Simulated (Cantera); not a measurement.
Input: 1 mol MgO, a varied amount of H2, equilibrated at 0.170 bar.

Cantera equilibrium calculation (NASA polynomials, part measured and part estimated; ideal gas, pure solids and liquids). Candidate condensed phases: H2O, Mg, MgO, Mg(OH)2; 15 gas species. Kinetics and transport are ignored.

Stable condensed phases, one row left out:

```
T in °C \ n(H2) in mol
         0.016 0.034 0.072  0.15  0.32  0.69   1.5   3.1
   2727      A     A     A     A     A     B     B     B
   2527      A     A     A     A     A     A     A     B
   2127      A     A     A     A     A     A     A     A
   1927      A     A     A     A     A     A     A     A
   1727      A     A     A     A     A     A     A     A
   1527      A     A     A     A     A     A     A     A
   1327      A     A     A     A     A     A     A     A
   1127      A     A     A     A     A     A     A     A
```

A: MgO; B: gas only.

Task: Give the row for 2327 °C.

Result: 0.016: MgO; 0.034: MgO; 0.072: MgO; 0.15: MgO; 0.32: MgO; 0.69: MgO; 1.5: MgO; 3.1: MgO.
